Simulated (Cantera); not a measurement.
Feed: 1 mol CH3Cl, 0.39 mol F2, equilibrated at 698.15 K and 16.0 mbar.

These are equilibrium values from Cantera (NASA tables, ideal gas, pure condensed phases), not measurements of a reactor. Candidate condensed phases: C, C6H6, C7H8, C8H18; 118 gas species. Equilibrium is a limit: real reactors are often held back by kinetics, nucleation or transport.

Base state: HCl 0.422, HF 0.329, H2 0.241, CH4 0.00821 (mole fractions); condensed: C(graphite).

Task: What changes in the equilibrium state with this change: pressure from 16.0 mbar to 12.0 Pa?

Result: 
```json
[
 {"species": "HCl", "before": "0.422", "after": "0.418"},
 {"species": "HF", "before": "0.329", "after": "0.326"},
 {"species": "H2", "before": "0.241", "after": "0.255"},
 {"species": "CH4", "before": "0.00821", "after": "6.91e-5"},
 {"species": "C(graphite), mol", "before": "0.981", "after": "1.000"}
]
```
